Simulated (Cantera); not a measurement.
Cantera run:

```python
import numpy as np
import cantera as ct

gas_names = [...]  # 114 gases of nasa_gas.yaml made of C, Fe, H, O
cond_names = """
    C(gr) C6H6(L) C7H8(L) C8H18(L),n-octa Fe(a) Fe(c) Fe(d) Fe(L) FeC5O5(L) FeO(s) FeO(L) Fe(OH)2(s)
    Fe(OH)3(s) Fe2O3(s) Fe3O4(s) H2O(s) H2O(L)
""".split()


# ... load() reads the species with a 1 bar reference pressure and builds the phases ...
atoms = {
    'Fe(CO)5': {'Fe': 1, 'C': 5, 'O': 5},
    'O2': {'O': 2},
    'H2': {'H': 2},
}
top_T = {'C(gr)': 4500, 'Fe2O3(s)': 1830, 'Fe3O4(s)': 1870}  # K; cautious upper limits of use, not melting points


# ... equilibrate(T, P, feed) seeds the gas with the atoms and calls Mixture.equilibrate('TP', solver="vcs", rtol=1e-11, max_steps=5000) ...
results = []
T = 850  # K
P = 230  # Pa
for m in [0.16, 0.64, 1.1, 1.6, 2.1, 2.5, 3, 3.5, 4, 4.4]:
    feed = {'Fe(CO)5': 1, 'O2': 0.036, 'H2': m}  # mol
    mix = equilibrate(T, P, feed)
    results.append((T, P, feed, dict(zip(mix.species_names, mix.species_moles))))
    x = sorted(zip(gas.X, gas.species_names), reverse=True)
    print(f"T = {T:g} K  P = {P:g} Pa  n(H2) = {m:g} mol  gas = {mix.phase_moles(0):.4g} mol")
    print("   x: " + "  ".join(f"{s} {v:.3e}" for v, s in x if v > 0.0001))
    print("   condensed (mol): " + ("  ".join(f"{mix.phase(i).name} {mix.phase_moles(i):.4g}"
          for i in range(1, mix.n_phases) if mix.phase_moles(i) > 1e-12) or "none"))
```

Result:

```
T = 850 K  P = 230 Pa  n(H2) = 0.16 mol  gas = 5.017 mol
   x: CO 9.257e-01  CO2 4.245e-02  H2 3.142e-02  H2O 4.719e-04
   condensed (mol): C(gr) 0.1433  Fe(a) 1
T = 850 K  P = 230 Pa  n(H2) = 0.64 mol  gas = 5.507 mol
   x: CO 8.482e-01  H2 1.146e-01  CO2 3.564e-02  H2O 1.577e-03
   condensed (mol): C(gr) 0.1329  Fe(a) 1
T = 850 K  P = 230 Pa  n(H2) = 1.1 mol  gas = 5.975 mol
   x: CO 7.854e-01  H2 1.817e-01  CO2 3.056e-02  H2O 2.315e-03
   condensed (mol): C(gr) 0.1242  Fe(a) 1
T = 850 K  P = 230 Pa  n(H2) = 1.6 mol  gas = 6.483 mol
   x: CO 7.271e-01  H2 2.438e-01  CO2 2.619e-02  H2O 2.876e-03
   condensed (mol): C(gr) 0.1159  Fe(a) 1
T = 850 K  P = 230 Pa  n(H2) = 2.1 mol  gas = 6.99 mol
   x: CO 6.770e-01  H2 2.969e-01  CO2 2.271e-02  H2O 3.261e-03  CH4 1.262e-04
   condensed (mol): C(gr) 0.1086  Fe(a) 1
T = 850 K  P = 230 Pa  n(H2) = 2.5 mol  gas = 7.394 mol
   x: CO 6.417e-01  H2 3.343e-01  CO2 2.040e-02  H2O 3.480e-03  CH4 1.599e-04
   condensed (mol): C(gr) 0.1034  Fe(a) 1
T = 850 K  P = 230 Pa  n(H2) = 3 mol  gas = 7.899 mol
   x: CO 6.024e-01  H2 3.757e-01  CO2 1.798e-02  H2O 3.672e-03  CH4 2.020e-04
   condensed (mol): C(gr) 0.09746  Fe(a) 1
T = 850 K  P = 230 Pa  n(H2) = 3.5 mol  gas = 8.404 mol
   x: CO 5.678e-01  H2 4.122e-01  CO2 1.597e-02  H2O 3.797e-03  CH4 2.431e-04
   condensed (mol): C(gr) 0.09211  Fe(a) 1
T = 850 K  P = 230 Pa  n(H2) = 4 mol  gas = 8.908 mol
   x: CO 5.369e-01  H2 4.446e-01  CO2 1.429e-02  H2O 3.873e-03  CH4 2.829e-04
   condensed (mol): C(gr) 0.08723  Fe(a) 1
T = 850 K  P = 230 Pa  n(H2) = 4.4 mol  gas = 9.311 mol
   x: CO 5.146e-01  H2 4.680e-01  CO2 1.312e-02  H2O 3.908e-03  CH4 3.135e-04
   condensed (mol): C(gr) 0.08363  Fe(a) 1
```

Cantera equilibrium calculation (NASA polynomials, part measured and part estimated; ideal gas, pure solids and liquids). Condensed phases not in the tables: cementite and carbon dissolved in iron.
